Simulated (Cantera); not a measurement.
Input: 1 mol CaF2, 18 mol H2, equilibrated at 0.133 bar.

Method: chemical equilibrium by Gibbs-energy minimisation in Cantera with the NASA 1993 tables (ideal gas, pure condensed phases). Candidate condensed phases: Ca, CaF2; 15 gas species. Kinetics and transport are ignored.

Question: Which condensed phases are stable at each of these points (T (K)): 1373, 1423, 1473, 1523, 1573, 1623, 1673, 1723, 1773, 1823, 1873, 1923, 1973?

Answer: 
```
T (K)  condensed phases  Ca condensed (%)
-----  ----------------  ----------------
1373            CaF2(s)             100.0
1423            CaF2(s)             100.0
1473            CaF2(s)             100.0
1523            CaF2(s)              99.9
1573            CaF2(s)              99.7
1623            CaF2(s)              99.4
1673            CaF2(s)              98.8
1723            CaF2(l)              97.5
1773            CaF2(l)              95.2
1823            CaF2(l)              91.1
1873            CaF2(l)              84.0
1923            CaF2(l)              72.1
1973            CaF2(l)              52.3
```

From 1373 K to 1673 K the condensed part is CaF2(s). From 1723 K to 1973 K the condensed part is CaF2(l).
